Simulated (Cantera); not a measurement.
Feed: 1 mol CH3F, 2.1 mol H2, equilibrated at 100 Torr.

Method: chemical equilibrium by Gibbs-energy minimisation in Cantera with the NASA 1993 tables (ideal gas, pure condensed phases). Candidate condensed phases: C, C6H6, C7H8, C8H18; 95 gas species. Kinetics and transport are ignored.

x: gas mole fraction; n: condensed amount in mol.

```json
[
 {"T (K)": "1550", "x H2": "0.756", "x H": "7.50e-5", "x HF": "0.244", "x C2H2 (acetylene)": "1.21e-5", "x C3": "<1e-12", "n C(graphite)": "0.999"},
 {"T (K)": "1750", "x H2": "0.755", "x H": "0.000554", "x HF": "0.244", "x C2H2 (acetylene)": "8.68e-5", "x C3": "<1e-12", "n C(graphite)": "0.999"},
 {"T (K)": "1950", "x H2": "0.753", "x H": "0.00272", "x HF": "0.244", "x C2H2 (acetylene)": "0.000412", "x C3": "5.87e-11", "n C(graphite)": "0.996"},
 {"T (K)": "2150", "x H2": "0.746", "x H": "0.00998", "x HF": "0.243", "x C2H2 (acetylene)": "0.00144", "x C3": "6.42e-9", "n C(graphite)": "0.988"},
 {"T (K)": "2350", "x H2": "0.726", "x H": "0.0291", "x HF": "0.240", "x C2H2 (acetylene)": "0.00401", "x C3": "3.10e-7", "n C(graphite)": "0.966"},
 {"T (K)": "2550", "x H2": "0.685", "x H": "0.0707", "x HF": "0.235", "x C2H2 (acetylene)": "0.00911", "x C3": "7.99e-6", "n C(graphite)": "0.921"},
 {"T (K)": "2750", "x H2": "0.610", "x H": "0.146", "x HF": "0.226", "x C2H2 (acetylene)": "0.0172", "x C3": "0.000127", "n C(graphite)": "?"},
 {"T (K)": "2950", "x H2": "0.497", "x H": "0.261", "x HF": "0.211", "x C2H2 (acetylene)": "0.0266", "x C3": "0.00136", "n C(graphite)": "?"},
 {"T (K)": "3150", "x H2": "0.354", "x H": "0.399", "x HF": "0.189", "x C2H2 (acetylene)": "0.0333", "x C3": "0.0107", "n C(graphite)": "?"}
]
```

Task: Some entries are withheld; supply them.

Result: 
- 2750, n C(graphite): 0.838
- 2950, n C(graphite): 0.691
- 3150, n C(graphite): 0.338
